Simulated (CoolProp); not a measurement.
Vapour-liquid equilibrium of R1234ze(E) (1) + n-pentane (2) at 7.15 °C; x and y are mole fractions of (1).

Values from CoolProp's multi-fluid Helmholtz-energy mixture model, Thol 2016 and Thol 2019; pair parameters Bell 2016.

```json
[
 {"x": "0.05", "bubble pressure, mixture model (MPa)": "0.06786", "bubble pressure, Raoult's law (MPa)": "0.04584", "y, mixture model": "0.521", "y, Raoult's law": "0.305"},
 {"x": "0.15", "bubble pressure, mixture model (MPa)": "0.1236", "bubble pressure, Raoult's law (MPa)": "0.07045", "y, mixture model": "0.754", "y, Raoult's law": "0.595"},
 {"x": "0.25", "bubble pressure, mixture model (MPa)": "0.1637", "bubble pressure, Raoult's law (MPa)": "0.09506", "y, mixture model": "0.827", "y, Raoult's law": "0.735"},
 {"x": "0.35", "bubble pressure, mixture model (MPa)": "0.1915", "bubble pressure, Raoult's law (MPa)": "0.1197", "y, mixture model": "0.862", "y, Raoult's law": "0.818"},
 {"x": "0.45", "bubble pressure, mixture model (MPa)": "0.2106", "bubble pressure, Raoult's law (MPa)": "0.1443", "y, mixture model": "0.882", "y, Raoult's law": "0.872"},
 {"x": "0.55", "bubble pressure, mixture model (MPa)": "0.2245", "bubble pressure, Raoult's law (MPa)": "0.1689", "y, mixture model": "0.897", "y, Raoult's law": "0.911"},
 {"x": "0.65", "bubble pressure, mixture model (MPa)": "0.2359", "bubble pressure, Raoult's law (MPa)": "0.1935", "y, mixture model": "0.910", "y, Raoult's law": "0.939"},
 {"x": "0.75", "bubble pressure, mixture model (MPa)": "0.2469", "bubble pressure, Raoult's law (MPa)": "0.2181", "y, mixture model": "0.924", "y, Raoult's law": "0.962"},
 {"x": "0.85", "bubble pressure, mixture model (MPa)": "0.2589", "bubble pressure, Raoult's law (MPa)": "0.2427", "y, mixture model": "0.945", "y, Raoult's law": "0.979"},
 {"x": "0.95", "bubble pressure, mixture model (MPa)": "0.2725", "bubble pressure, Raoult's law (MPa)": "0.2673", "y, mixture model": "0.977", "y, Raoult's law": "0.994"}
]
```

The largest gap from Raoult's law is +75.4 % in bubble pressure, at x = 0.15. No azeotrope shows between x = 0.05 and 0.95.

Pair parameters are fitted to limited data, so mixtures are less certain than the pure fluids. With so large a gap from Raoult's law the liquid may split in two, which this calculation doesn't test in full.
